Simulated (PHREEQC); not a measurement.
Solution (25 °C): 0.015 mol/kgw NH3 and 0.00035 mol/kgw CO2. Closed to the air; pH follows from the charge balance.

Computed with PHREEQC (ion-association model, phreeqc.dat).

```tsv
quantity	before	after
pH	10.47	9.45
ionic strength (mol/kgw)	0.00109	0.000843
NH3 (mol/kgw)	0.0141	0.0142
NH4+ (mol/kgw)	0.000872	0.000778
HCO3- (mol/kgw)	0.000138	0.000285
CO2 (mol/kgw)	1.01e-8	1.96e-7
```

**Question.** Which change was made?
A. CO2 replaced by Li2CO3 at the same molality
B. NH3 replaced by NH4HF2 at the same molality
C. CO2 from 0.00035 to 0.000315 mol/kgw
D. temperature from 25 to 65 °C
E. NH3 replaced by (NH4)2SiF6 at the same molality

**Answer.** D, temperature from 25 to 65 °C

This is a speciation only: nothing precipitates in the calculation. At this temperature some constants are extrapolated from 25 °C, and those without enthalpy data are left unchanged.
